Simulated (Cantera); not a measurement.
Predominance diagram of Ca at 477 °C against the partial pressures of O₂ and H₂O (log10, bar). Standard-state values (1 bar) from the NASA 1993 polynomials, evaluated with Cantera. Candidates: Ca(s), CaO(s), Ca(OH)₂(s). Only these pure phases compete in this equilibrium. 

**Question.** Which phase is stable at these pairs, and which metal-bearing vapour leads over it? (-24.2, -6.8); (-29.6, -4.5); (-29.6, -11.2); (-13.4, -18); (-21.5, -9); (-40.3, -6.8); (-26.9, -9)

**Answer.** 
| log p(O₂) | log p(H₂O) | phase | chief vapour | log p (bar) |
|---|---|---|---|---|
| -24.2 | -6.8 | CaO(s) | Ca(OH)₂ | -22.3 |
| -29.6 | -4.5 | CaO(s) | Ca(OH)₂ | -20.0 |
| -29.6 | -11.2 | CaO(s) | Ca(OH)₂ | -26.7 |
| -13.4 | -18 | CaO(s) | Ca(OH)₂ | -33.5 |
| -21.5 | -9 | CaO(s) | Ca(OH)₂ | -24.5 |
| -40.3 | -6.8 | CaO(s) | Ca(OH)₂ | -22.3 |
| -26.9 | -9 | CaO(s) | Ca(OH)₂ | -24.5 |
